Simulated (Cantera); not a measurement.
Input: 1 mol Si2Cl6, 0.019 mol HCl, 150 mol H2, equilibrated at 7900 Pa.

Equilibrium computed with Cantera from the NASA thermochemical tables; the gas is ideal and each condensed phase is pure. Candidate condensed phases: Si; 19 gas species. The feed counts by its element totals alone. Kinetics and transport are ignored.

**Question.** What share of the Si ends up in condensed phases as a function of T (K), at 800, 850, 900, 950, 1000, 1050, 1100, 1150, 1200, 1250, 1300, 1350, 1400?

**Answer.** 
```tsv
T (K)	Si condensed (%)	as
800	18.5	Si(s)
850	21.0	Si(s)
900	24.7	Si(s)
950	30.0	Si(s)
1000	36.9	Si(s)
1050	45.2	Si(s)
1100	54.0	Si(s)
1150	62.1	Si(s)
1200	68.2	Si(s)
1250	71.8	Si(s)
1300	73.4	Si(s)
1350	73.9	Si(s)
1400	73.7	Si(s)
```
